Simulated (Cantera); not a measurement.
Feed: 1 mol V, a varied amount of N2, held at 1.80 Pa.

Cantera equilibrium calculation (NASA polynomials, part measured and part estimated; ideal gas, pure solids and liquids). Candidate condensed phases: V, VN; 4 gas species. Condensed phases not in the tables: V2N, N, O or C dissolved in the metal. The numbers say what is thermodynamically allowed, not how fast it happens.

Q: What condenses at these points (T in °C, n(N2) in mol): (1875, 5.9); (1475, 14); (1875, 4.4); (1525, 13); (1925, 7.3)?

A: 
```tsv
T (°C)	n(N2) in mol	condensed phases	V condensed (%)
1875	5.9	gas only	0.0
1475	14	V	97.8
1875	4.4	gas only	0.0
1525	13	V	94.5
1925	7.3	gas only	0.0
```
